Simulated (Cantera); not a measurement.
CsCl + O2 + H2 (halide evaporation, hydrolysis and transport)

A closed system holds: 1 mol CsCl, 0.32 mol O2, a varied amount of H2, at 1923 K and 100000 Pa.

Method: chemical equilibrium by Gibbs-energy minimisation in Cantera with the NASA 1993 tables (ideal gas, pure condensed phases). Candidate condensed phases: Cs, CsCl, CsOH, H2O; 22 gas species. The numbers say what is thermodynamically allowed, not how fast it happens.

From 18 mol H2 to 440 mol H2 nothing is condensed. The main Cs-bearing gas is CsCl throughout.

```json
[
 {"n(H2) (mol)": "18", "x H2": "0.911", "x CsCl": "0.0501", "x H2O": "0.0333", "x HCl": "0.00231", "x Cs": "0.00193", "x H": "0.000899"},
 {"n(H2) (mol)": "78", "x H2": "0.977", "x CsCl": "0.0116", "x H2O": "0.00805", "x HCl": "0.00106", "x Cs": "0.00101", "x H": "0.000931"},
 {"n(H2) (mol)": "140", "x H2": "0.987", "x CsCl": "0.00631", "x H2O": "0.00452", "x HCl": "0.000773", "x Cs": "0.000754", "x H": "0.000936"},
 {"n(H2) (mol)": "200", "x H2": "0.990", "x CsCl": "0.00433", "x H2O": "0.00317", "x HCl": "0.000639", "x Cs": "0.000628", "x H": "0.000937"},
 {"n(H2) (mol)": "260", "x H2": "0.992", "x CsCl": "0.00327", "x H2O": "0.00244", "x HCl": "0.000554", "x Cs": "0.000547", "x H": "0.000938"},
 {"n(H2) (mol)": "320", "x H2": "0.993", "x CsCl": "0.00262", "x H2O": "0.00199", "x HCl": "0.000495", "x Cs": "0.000490", "x H": "0.000939"},
 {"n(H2) (mol)": "380", "x H2": "0.994", "x CsCl": "0.00217", "x H2O": "0.00167", "x HCl": "0.000451", "x Cs": "0.000447", "x H": "0.000939"},
 {"n(H2) (mol)": "440", "x H2": "0.995", "x CsCl": "0.00185", "x H2O": "0.00145", "x HCl": "0.000416", "x Cs": "0.000413", "x H": "0.000940"}
]
```
x: gas mole fraction; nothing condenses.
